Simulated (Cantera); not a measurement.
Standard-state values (1 bar) from the NASA 1993 polynomials, evaluated with Cantera. Values are per mole of reaction as written; species without (g) are pure solids or liquids, kept so even where they would boil at 1 bar.

Task: Between 300 and 1198 K, where is each reaction favourable under standard conditions?
- 2 Fe(OH)2 ⇌ 4 H(g) + O(g) + Fe2O3

Result: 
- 2 Fe(OH)2 ⇌ 4 H(g) + O(g) + Fe2O3: ΔG° is 1284 kJ at 300 K and 791 kJ at 1198 K; it stays positive (K < 1). ΔH° is 1460 kJ and ΔS° 559 J/K at 1198 K.
